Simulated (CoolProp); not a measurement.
Values from CoolProp's reference Helmholtz-energy equation of state, Lemmon 2006. It is a short technical equation, of lower accuracy than the large ones.

Question: Give the vapour pressure (bar), enthalpy of vaporisation (kJ/kg), vapour Z, surface tension (mN/m) of saturated isopentane at 16.15 °C.

Answer: 
```tsv
T (°C)	p (bar)	enthalpy of vaporisation (kJ/kg)	vapour Z	surface tension (mN/m)
16.15	0.664	352	0.967	15.4
```

Surface tension comes from a separate correlation (Mulero 2012).
